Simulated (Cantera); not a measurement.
## C₂H₆ + H₂O + H₂ (carbon deposition, reforming and gasification)

Feed: 1 mol C₂H₆, a varied amount of H₂O, 27 mol H₂, at 2725 K and 41.0 bar.

These are equilibrium values from Cantera (NASA tables, ideal gas, pure condensed phases), not measurements of a reactor. Candidate condensed phases: C, C₆H₆, C₇H₈, C₈H₁₈, H₂O; 110 gas species. The ideal-gas law is rough above about 30 bar. Kinetics and transport are ignored.

| n(H₂O) (mol) | x H₂ | x CO | x C₂H₂ (acetylene) | x H | x CH₄ | x CH₃ | x C₂H₄ | n C(graphite) |
|---|---|---|---|---|---|---|---|---|
| 0.16 | 0.955 | 0.00527 | 0.0246 | 0.00952 | 0.00404 | 0.000685 | 0.000338 | 0.136 |
| 0.24 | 0.953 | 0.00787 | 0.0246 | 0.00951 | 0.00401 | 0.000683 | 0.000336 | 0.0520 |
| 0.32 | 0.951 | 0.0104 | 0.0240 | 0.00950 | 0.00396 | 0.000674 | 0.000328 | 0 |
| 0.4 | 0.950 | 0.0130 | 0.0227 | 0.00950 | 0.00384 | 0.000655 | 0.000310 | 0 |
| 0.48 | 0.949 | 0.0155 | 0.0215 | 0.00949 | 0.00373 | 0.000635 | 0.000292 | 0 |
| 0.55 | 0.948 | 0.0177 | 0.0203 | 0.00949 | 0.00363 | 0.000618 | 0.000277 | 0 |
| 0.63 | 0.947 | 0.0201 | 0.0191 | 0.00948 | 0.00351 | 0.000598 | 0.000260 | 0 |
| 0.71 | 0.946 | 0.0226 | 0.0178 | 0.00948 | 0.00339 | 0.000578 | 0.000242 | 0 |
| 0.79 | 0.945 | 0.0250 | 0.0166 | 0.00947 | 0.00326 | 0.000557 | 0.000225 | 0 |
| 0.87 | 0.944 | 0.0274 | 0.0154 | 0.00947 | 0.00313 | 0.000535 | 0.000209 | 0 |
| 0.95 | 0.943 | 0.0297 | 0.0142 | 0.00946 | 0.00301 | 0.000514 | 0.000192 | 0 |
| 1 | 0.942 | 0.0312 | 0.0134 | 0.00946 | 0.00292 | 0.000500 | 0.000182 | 0 |
| 1.1 | 0.941 | 0.0341 | 0.0120 | 0.00945 | 0.00275 | 0.000471 | 0.000162 | 0 |
x: gas mole fraction; n: condensed amount in mol.

From 0.16 mol H₂O to 0.24 mol H₂O the condensed part is C(graphite). From 0.32 mol H₂O to 1.1 mol H₂O nothing is condensed. The main C-bearing gas is C₂H₂ (acetylene) at 0.16 mol H₂O and CO at 1.1 mol H₂O.
